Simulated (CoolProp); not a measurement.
Properties of sulfur hexafluoride along the isotherm 349.5 K (Tc = 318.7 K, pc = 37.55 bar, ω = 0.210).

Values from CoolProp's reference Helmholtz-energy equation of state, Guder 2009.

| p (bar) | phase | cv (kJ/(kg K)) | speed of sound (m/s) | fugacity coefficient |
|---|---|---|---|---|
| 7.82 | gas | 0.6884 | 140.4 | 0.9494 |
| 15.6 | gas | 0.6954 | 133.7 | 0.9000 |
| 23.5 | gas | 0.7040 | 126.3 | 0.8509 |
| 31.3 | gas | 0.7142 | 118.5 | 0.8031 |
| 39.1 | supercritical | 0.7269 | 110.4 | 0.7559 |
| 46.9 | supercritical | 0.7420 | 102.7 | 0.7091 |
| 54.8 | supercritical | 0.7571 | 97.98 | 0.6623 |
| 62.6 | supercritical | 0.7620 | 102.7 | 0.6178 |
| 70.4 | supercritical | 0.7557 | 118.3 | 0.5773 |
| 78.2 | supercritical | 0.7483 | 137.0 | 0.5425 |
| 86.1 | supercritical | 0.7426 | 155.1 | 0.5127 |
| 93.9 | supercritical | 0.7385 | 171.4 | 0.4878 |
